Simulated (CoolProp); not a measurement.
Properties of the fluoroketone C6F12O (FK-5-1-12) at several states.

Computed with CoolProp (reference Helmholtz-energy equation of state, McLinden 2015).

```csv
T (°C),p (MPa),phase,density (kg/m³),cp (kJ/(kg K)),isothermal compressibility (1/MPa)
200.25,1.95,supercritical,238.8,1.242,0.8638
-65.05,3.63,liquid,1860,1.109,0.001015
-23.45,5.25,liquid,1755,1.085,0.001495
14.65,0.696,liquid,1636,1.095,0.002590
31.35,0.0345,gas,4.423,0.8730,29.79
201.45,0.592,gas,51.99,1.063,1.860
```
